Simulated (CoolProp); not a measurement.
C3F8 (R218) along the isotherm 25.75 °C: fugacity coefficient from the reference equation and from simpler models built on Tc = 71.9 °C, pc = 2640 kPa, ω = 0.317; each cubic takes its own stable root.

Computed with CoolProp (reference Helmholtz-energy equation of state, Lemmon 2006). It is a short technical equation, of lower accuracy than the large ones.

| p (kPa) | phase | reference | van der Waals | Soave-Redlich-Kwong | Peng-Robinson |
|---|---|---|---|---|---|
| 1320 | liquid | 0.5608 | 0.7896 | 0.5709 | 0.5555 |
| 2640 | liquid | 0.3021 | 0.4690 | … | 0.2985 |
| 3960 | liquid | 0.2168 | 0.3500 | 0.2235 | 0.2135 |
| 5280 | liquid | 0.1749 | 0.2928 | 0.1812 | 0.1715 |
| 6600 | liquid | 0.1503 | 0.2604 | 0.1564 | 0.1468 |
| 7920 | liquid | 0.1345 | 0.2407 | … | 0.1308 |
| 9240 | liquid | 0.1238 | 0.2285 | 0.1297 | 0.1197 |
| 10600 | liquid | 0.1160 | 0.2209 | … | 0.1116 |
| 11900 | liquid | 0.1106 | 0.2169 | 0.1165 | … |
| 13200 | liquid | … | 0.2154 | 0.1127 | 0.1016 |

### Question
Complete the blanks.

### Answer

- 2640, Soave-Redlich-Kwong: 0.3097
- 7920, Soave-Redlich-Kwong: 0.1405
- 10600, Soave-Redlich-Kwong: 0.1218
- 11900, Peng-Robinson: 0.1059
- 13200, reference: 0.1067

At some of these states van der Waals gives the other phase, because its saturation line lies elsewhere.
